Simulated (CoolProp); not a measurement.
Properties of C3F8 (R218) at several states.

Computed with CoolProp (reference Helmholtz-energy equation of state, Lemmon 2006). It is a short technical equation, of lower accuracy than the large ones.

| T (K) | p (bar) | phase | density (kg/m³) | speed of sound (m/s) | fugacity coefficient |
|---|---|---|---|---|---|
| 267.5 | 2.01 | gas | ___ | ___ | 0.9384 |
| 217.8 | 0.165 | gas | 1.733 | ___ | 0.9888 |
| 334.8 | 53 | liquid | ___ | ___ | 0.3388 |
| 339.8 | 1.25 | gas | 8.458 | ___ | 0.9838 |
| 322.2 | 43.1 | liquid | 1240 | 255.6 | 0.3211 |
| 213 | 11.7 | liquid | 1704 | ___ | 0.02748 |

Q: What belongs in the gaps?

A: 
- 267.5, density (kg/m³): 18.20
- 267.5, speed of sound (m/s): 105.7
- 217.8, speed of sound (m/s): 100.7
- 334.8, density (kg/m³): 1182
- 334.8, speed of sound (m/s): 231.6
- 339.8, speed of sound (m/s): 124.1
- 213, speed of sound (m/s): 647.8
